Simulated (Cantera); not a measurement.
## Cu₂O + CH₄ + H₂ (carbothermic reduction)

Feed: 1 mol Cu₂O, 2.8 mol CH₄, 1.4 mol H₂, equilibrated at 1330 Pa.

Method: chemical equilibrium by Gibbs-energy minimisation in Cantera with the NASA 1993 tables (ideal gas, pure condensed phases). Candidate condensed phases: C, C₆H₆, C₇H₈, C₈H₁₈, Cu, CuO, Cu(OH)₂, Cu₂O, H₂O; 113 gas species. Equilibrium is a limit: real reactors are often held back by kinetics, nucleation or transport.

```csv
T (°C),x H₂,x CO,x H₂O,x CH₄,n C(graphite),n Cu(s),n Cu(l)
627,0.872,0.120,0.00340,0.00316,1.81,2.00,0
727,0.874,0.124,0.000573,0.000972,1.80,2.00,0
827,0.875,0.125,0.000130,0.000366,1.80,2.00,0
927,0.875,0.125,3.78e-5,0.000161,1.80,2.00,0
1027,0.875,0.125,1.33e-5,8.03e-5,1.80,2.00,0
1127,0.875,0.125,5.43e-6,4.41e-5,1.80,0,2.00
1227,0.874,0.125,2.50e-6,2.62e-5,1.80,0,2.00
1327,0.872,0.125,1.27e-6,1.65e-5,1.80,0,1.98
```
x: gas mole fraction; n: condensed amount in mol.

From 627 °C to 1027 °C the condensed part is C(graphite) + Cu(s). From 1127 °C to 1327 °C the condensed part is C(graphite) + Cu(l).
